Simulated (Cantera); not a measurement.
**Fluorocarbon and chlorocarbon gases: CHF3 + CH4**

Input: 1 mol CHF3, 0.028 mol CH4, held at 2.40 mbar.

Cantera equilibrium calculation (NASA polynomials, part measured and part estimated; ideal gas, pure solids and liquids). Candidate condensed phases: C, C6H6, C7H8, C8H18; 95 gas species. Gases not in the tables: C2F6 and larger saturated fluorocarbons. Kinetics and transport are ignored.

```
T (K)   x HF       x F   x CF4     x CF2  n C(graphite)
-----  -----  --------  ------  --------  -------------
1173   0.702   1.14e-7   0.298   8.99e-7          0.556
1273   0.702   1.46e-6   0.298   8.67e-6          0.556
1373   0.702   1.29e-5   0.298   5.98e-5          0.556
1473   0.702   8.44e-5   0.298  0.000316          0.556
1573   0.701  0.000436   0.297   0.00134          0.555
1673   0.699   0.00185   0.294   0.00477          0.553
1773   0.693   0.00663   0.285    0.0145          0.547
1873   0.678    0.0205   0.262    0.0378          0.533
1973   0.643    0.0546   0.215    0.0840          0.505
2073   0.582     0.124   0.137     0.151          0.468
2173   0.509     0.230  0.0551     0.199          0.458
2273   0.454     0.343  0.0123     0.183          0.531
```
x: gas mole fraction; n: condensed amount in mol.

From 1173 K to 2273 K the condensed part is C(graphite). The main C-bearing gas is CF4 at 1173 K and CF2 at 2273 K.
